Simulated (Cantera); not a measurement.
An isothermal, constant-pressure homogeneous reactor starts with NH₃ : H₂ = 1 : 0.41 (molar parts), at 2025 K and 1.00 bar.

Computed with Cantera and the gas-phase N/H chemistry of the illustrative SiF4/NH3 mechanism in the Surface Chemkin manual (1991). Walls and surfaces, which speed up NH3 decomposition in real reactors, are not modelled.

x: mole fraction; the columns are a selection and need not sum to one.

| t (s) | x NH₃ | x H₂ | x N₂H₄ | x N₂ | x NH | x H | x N |
|---|---|---|---|---|---|---|---|
| 2.00e-5 | 0.709 | 0.291 | 4.31e-8 | 1.12e-6 | 1.60e-6 | 4.78e-5 | 2.19e-8 |
| 5.40e-5 | 0.708 | 0.291 | [?] | [?] | [?] | [?] | [?] |
| 0.000146 | 0.705 | 0.293 | 4.60e-7 | 0.000753 | 1.57e-5 | 0.000157 | 6.45e-7 |
| 0.000394 | 0.697 | 0.299 | 4.62e-7 | 0.00309 | 1.60e-5 | 0.000162 | 6.68e-7 |
| 0.00106 | 0.676 | 0.313 | 4.42e-7 | 0.00921 | 1.59e-5 | 0.000172 | 6.81e-7 |
| 0.00287 | 0.624 | 0.350 | 3.95e-7 | 0.0245 | 1.57e-5 | 0.000196 | 7.10e-7 |
| 0.00775 | 0.509 | 0.432 | 2.98e-7 | 0.0582 | 1.51e-5 | 0.000257 | 7.64e-7 |
| 0.0209 | 0.314 | 0.569 | 1.54e-7 | 0.115 | 1.33e-5 | 0.000395 | 8.31e-7 |
| 0.0565 | 0.111 | 0.713 | 3.70e-8 | 0.175 | 9.38e-6 | 0.000683 | 8.45e-7 |
| 0.152 | [?] | 0.780 | [?] | 0.203 | [?] | [?] | [?] |
| 0.412 | 0.00174 | 0.790 | 4.53e-11 | 0.207 | 7.55e-7 | 0.00169 | 1.57e-7 |
| 1.11 | 0.000436 | 0.791 | 2.92e-12 | 0.207 | 1.95e-7 | 0.00172 | 4.12e-8 |
| 3.00 | 0.000143 | 0.791 | <1e-12 | 0.207 | 6.41e-8 | 0.00172 | 1.35e-8 |

### Question
What belongs in the gaps?

### Answer

- 5.40e-5, x N₂H₄: 2.39e-7
- 5.40e-5, x N₂: 6.09e-5
- 5.40e-5, x NH: 8.46e-6
- 5.40e-5, x H: 0.000112
- 5.40e-5, x N: 2.61e-7
- 0.152, x NH₃: 0.0155
- 0.152, x N₂H₄: 2.08e-9
- 0.152, x NH: 3.88e-6
- 0.152, x H: 0.00128
- 0.152, x N: 6.11e-7
